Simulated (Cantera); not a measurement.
Cantera run:

```python
import numpy as np
import cantera as ct

gas_names = """
    B BH BH2 BH3 BO BO2 B2 B2O B2O2 B2O3 B3O3H3 H HBO HBO2 HO2 H2 H2O H2O2 H3B3O6 O OH O2 O3
""".split()
cond_names = """
    B(b) B(L) B2O3(L) B3O3H3(cr) H2O(s) H2O(L)
""".split()


def load(file, names, dense=False):
    # The tables refer to 1 bar. Condensed volumes are neglected.
    table = {s.name: s for s in ct.Species.list_from_file(file)}
    out = []
    for n in names:
        d = dict(table[n].input_data)
        d["thermo"] = dict(d["thermo"], **{"reference-pressure": 1e5})
        if dense:
            d["equation-of-state"] = {"model": "constant-volume", "density": "1e6 g/cm^3"}
        out.append(ct.Species.from_dict(d))
    return out


gas = ct.Solution(thermo="ideal-gas", species=load("nasa_gas.yaml", gas_names))
cond = {s.name: ct.Solution(thermo="fixed-stoichiometry", species=[s], name=s.name)
        for s in load("nasa_condensed.yaml", cond_names, dense=True)}
atoms = {
    'B2O3': {'B': 2, 'O': 3},
    'H2': {'H': 2},
}
top_T = {}  # K; cautious upper limits of use, not melting points


def equilibrate(T, P, feed):
    n = {}
    for name, mol in feed.items():
        for a, k in atoms[name].items():
            n[a] = n.get(a, 0.0) + k * mol
    gas.TPX = T, P, n
    mass = sum(n.values()) * gas.mean_molecular_weight
    gas.equilibrate("TP")
    valid = [c for c in cond.values() if c.min_temp <= T <= top_T.get(c.name, c.max_temp)]
    mix = ct.Mixture([(gas, mass / gas.mean_molecular_weight)] + [(c, 0.0) for c in valid])
    mix.T, mix.P = T, P
    mix.equilibrate("TP", solver="vcs", rtol=1e-11, max_steps=5000)
    return mix


results = []
feed = {'B2O3': 1, 'H2': 4.3}  # mol
T = 2275  # K
P = 1333.22  # Pa
mix = equilibrate(T, P, feed)
results.append((T, P, feed, dict(zip(mix.species_names, mix.species_moles))))
print(gas.report(threshold=1e-05))
for i in range(1, mix.n_phases):
    print(f"{mix.phase(i).name:16s} {mix.phase_moles(i):12.5e} mol")
```

It prints:

```
       temperature   2275 K
          pressure   1333.2 Pa
           density   0.0009824 kg/m^3
  mean mol. weight   13.938 kg/kmol
   phase of matter   gas

                          1 kg             1 kmol
                     ---------------   ---------------
          enthalpy       -2.5533e+06       -3.5587e+07  J
   internal energy       -3.9104e+06       -5.4503e+07  J
           entropy             20449        2.8502e+05  J/K
    Gibbs function       -4.9075e+07       -6.8401e+08  J
 heat capacity c_p            3247.5             45264  J/K
 heat capacity c_v              2651             36949  J/K

                      mass frac. Y      mole frac. X     chem. pot. / RT
                     ---------------   ---------------   ---------------
                BO          0.099309          0.051631           -36.199
               BO2         0.0044438         0.0014469           -60.955
              B2O2          0.027539         0.0071587           -72.399
              B2O3           0.38474          0.077029           -97.154
                 H         0.0043004          0.059464            -12.32
               HBO          0.099104          0.049657            -48.52
              HBO2           0.26711          0.084969           -73.275
                H2          0.094601           0.65405           -24.641
               H2O          0.018587           0.01438           -49.396
                 O        1.4572e-05        1.2695e-05           -24.755
                OH        0.00024835        0.00020353           -37.076
     [  +12 minor]        2.3119e-06        1.3449e-06

B(b)              0.00000e+00 mol
B2O3(L)           0.00000e+00 mol
```

Cantera equilibrium calculation (NASA polynomials, part measured and part estimated; ideal gas, pure solids and liquids).
